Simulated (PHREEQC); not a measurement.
Solution (25 °C): 0.033 mol Pb(NO3)2, 0.0033 mol HNO3 and 0.44 mol Cu(NO3)2 per kg of water. Closed to the air; pH follows from the charge balance.

All values are PHREEQC results (ion-association model, wateq4f.dat), not measurements.

```
quantity                           before     after
-------------------------------  --------  --------
pH                                   2.62      5.22
CuOH+ (mol/kgw)                   5.77e-7  0.000219
Cu2(OH)2+2 (mol/kgw)              9.04e-8    0.0132
Cu(OH)2 (mol/kgw)                2.06e-10   3.17e-5
SI of Tenorite (CuO)                -3.48     +1.71
SI of Cu2(OH)3NO3 (Cu2(OH)3NO3)     -3.90     +3.87
```

Task: What was changed between the two runs?
(A) diluted 100-fold with water
(B) 0.03 mol/kgw LiOH added
(C) HNO3 left out
(D) Pb(NO3)2 replaced by Mg(NO3)2 at the same molality
(E) HNO3 from 0.0033 to 0.0066 mol/kgw

Result: B, 0.03 mol/kgw LiOH added

Precipitation was switched off in this run. The ionic strength passes 0.7 mol/kgw, the rough limit of the ion-association models, in every such run. Some of these states are supersaturated (in Cu2(OH)3NO3, Cu(OH)2, for instance).
